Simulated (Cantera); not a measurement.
**Gas-phase reforming**

An isothermal, constant-pressure homogeneous reactor starts with 44.6 % CH4, 17.9 % H2O, 37.5 % H2, at 1898 K and 8.39 atm.

Detailed kinetics in Cantera: GRI-Mech 3.0 (53 species, 325 reactions). GRI-Mech 3.0 stops at C3 and has no aromatics, soot or wall deposition, so with more carbon than oxygen in the feed, carbon stays in small species such as C2H2 where larger ones or solid carbon would form.

```
t (s)      x CH4     x H2O   x H2     x CH3    x CH2
--------  ------  --------  -----  --------  -------
3.00e-6    0.441     0.178  0.377   0.00224  6.17e-7
1.94e-5    0.414     0.176  0.396   0.00268  9.16e-7
0.000126   0.292     0.160  0.491   0.00186  6.77e-7
0.000814   0.115     0.134  0.633  0.000735  3.74e-7
0.00527   0.0534     0.101  0.699  0.000345  2.36e-7
0.0341    0.0462    0.0358  0.750  0.000288  1.36e-7
0.221     0.0416  0.000495  0.777  0.000254  9.46e-8
1.43      0.0415   9.25e-6  0.778  0.000254  9.41e-8
9.27      0.0415   9.25e-6  0.778  0.000254  9.41e-8
60.0      0.0415   9.25e-6  0.778  0.000254  9.41e-8
```
x: mole fraction; the columns are a selection and need not sum to one.

Equilibrium at this temperature and pressure: CH4 0.0415, H2O 9.40e-6, H2 0.778, CH3 0.000254, CH2 9.41e-8 (gas phase only).
